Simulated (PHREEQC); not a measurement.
A solution holds 5.9 mol HCl, 0.22 mol FeCl2 and 0.12 mol LiCl per kg of water, at 20 °C. Closed to the air; pH follows from the charge balance.

The numbers come from PHREEQC with the Pitzer model, pitzer.dat.

Q: The ionic strength comes out as 6.68 mol/kgw. What activity coefficients do Cl-, Fe+2, H+, Li+ get?

A: Cl- 0.62, Fe+2 28, H+ 22, Li+ 18. Single-ion values are on the MacInnes scale.

No solid was allowed to form. In brines, pH and single-ion activities rest on the MacInnes convention.
